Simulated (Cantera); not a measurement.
A closed system holds: 1 mol FeS, a varied amount of H2S, 0.25 mol H2O, held at 1102 °C and 35.3 Torr.

Cantera equilibrium calculation (NASA polynomials, part measured and part estimated; ideal gas, pure solids and liquids). Candidate condensed phases: Fe, FeO, Fe(OH)2, Fe(OH)3, FeS, FeSO4, FeS2, Fe2O3, Fe2(SO4)3, Fe3O4, H2O, H2SO4, S; 22 gas species. FeS: taken at fixed stoichiometry. Equilibrium is a limit: real reactors are often held back by kinetics, nucleation or transport.

Question: At 2.1 mol H2S, list the 6 most abundant gas species with their mole fractions, and the condensed phases.

Answer: H2 0.417, H2S 0.289, S2 0.207, H2O 0.0839, SH 0.00277, SO2 6.65e-5. Condensed: FeS(s).
